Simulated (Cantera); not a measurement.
## Aluminium nitride and oxide growth: Al(CH₃)₃ + N₂ + H₂ + NH₃

Feed: 1 mol Al(CH₃)₃, 0.63 mol N₂, 54 mol H₂, 0.23 mol NH₃, held at 1.33 mbar.

Cantera equilibrium calculation (NASA polynomials, part measured and part estimated; ideal gas, pure solids and liquids). Candidate condensed phases: Al, AlN, C, C₆H₆, C₇H₈, C₈H₁₈; 97 gas species. The feed counts by its element totals alone. Equilibrium is a limit: real reactors are often held back by kinetics, nucleation or transport.

```csv
T (K),log p H₂,log p H,log p Al,log p N₂,n AlN(s),n C(graphite)
750,-2.88,-13.94,<-14,-5.26,1.00,2.75
850,-2.88,-12.13,<-14,-5.26,1.00,2.95
950,-2.88,-10.69,<-14,-5.26,1.00,2.99
1050,-2.88,-9.53,<-14,-5.26,1.00,3.00
1150,-2.88,-8.57,-14.36,-5.26,1.00,3.00
1250,-2.88,-7.75,-12.03,-5.26,1.00,3.00
1350,-2.88,-7.06,-10.05,-5.26,1.000,3.00
1450,-2.88,-6.46,-8.34,-5.26,1.000,3.00
1550,-2.88,-5.94,-6.86,-5.26,0.994,2.99
1650,-2.88,-5.48,-5.61,-5.18,0.887,2.98
1750,-2.89,-5.08,-4.67,-4.80,0,2.95
1850,-2.89,-4.72,-4.67,-4.80,0,2.92
1950,-2.90,-4.39,-4.67,-4.82,0,2.86
2050,-2.92,-4.10,-4.67,-4.83,0,2.76
```
log p: log10 of the partial pressure in bar; n: condensed amount in mol.

From 750 K to 1650 K the condensed part is AlN(s) + C(graphite). From 1750 K to 2050 K the condensed part is C(graphite).
